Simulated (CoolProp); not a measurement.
Vapour-liquid equilibrium of ethane (1) + hydrogen chloride (2) at 4.78 bar; x and y are mole fractions of (1).

Values from CoolProp's multi-fluid Helmholtz-energy mixture model, Bücker 2006 and Thol 2018; pair parameters Bell 2016.

Question: Give the bubble temperature and the first vapour's composition at x = 0.275, 0.35, 0.5. Is there an azeotrope?

Answer: x = 0.275: 212.1 K, y = 0.416; x = 0.35: 211.6 K, y = 0.450; x = 0.5: 211.3 K, y = 0.505. y crosses x between x = 0.5 and 0.575: the model has an azeotrope there.

The pair parameters rest on a limited set of measurements; away from them the model extrapolates.
